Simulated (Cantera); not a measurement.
Input: 1 mol SiH4, a varied amount of CO2, held at 998.15 K and 14.0 Pa.

Equilibrium computed with Cantera from the NASA thermochemical tables; the gas is ideal and each condensed phase is pure. Candidate condensed phases: C, C6H6, C7H8, C8H18, H2O, Si, SiC, SiO2; 123 gas species. Equilibrium is a limit: real reactors are often held back by kinetics, nucleation or transport.

Q: At 3.6 mol CO2, list the 4 most abundant gas species with their mole fractions, and the condensed phases.

A: CO 0.442, H2 0.272, CO2 0.201, H2O 0.0852. Condensed: SiO2(β-quartz).
